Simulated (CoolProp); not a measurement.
R21 along the isotherm 473 K: fugacity coefficient from the reference equation and from simpler models built on Tc = 452.7 K, pc = 5289 kPa, ω = 0.206; each cubic takes its own stable root.

The numbers come from the reference Helmholtz-energy equation of state, Platzer 1990 in CoolProp. This equation is an older, rougher fit; its heat capacities, sound speeds and derivatives of the liquid may be far off and weren't checked against measurements.

```tsv
p (kPa)	phase	reference	van der Waals	Redlich-Kwong	Soave-Redlich-Kwong	Peng-Robinson
881	gas	0.9523	0.9557	0.9505	0.9514	0.9456
1760	gas	0.9051	0.9118	0.9021	0.9038	0.8930
2640	gas	0.8581	0.8680	0.8544	0.8570	0.8419
3530	gas	0.8105	0.8234	0.8067	0.8103	0.7915
4410	gas	0.7634	0.7788	0.7599	0.7644	0.7428
5290	supercritical	0.7155	0.7327	0.7127	0.7185	0.6947
6170	supercritical	0.6663	0.6824	0.6641	0.6717	0.6465
7050	supercritical	0.6154	0.6286	0.6134	0.6235	0.5980
7930	supercritical	0.5679	0.5835	0.5678	0.5789	0.5534
```
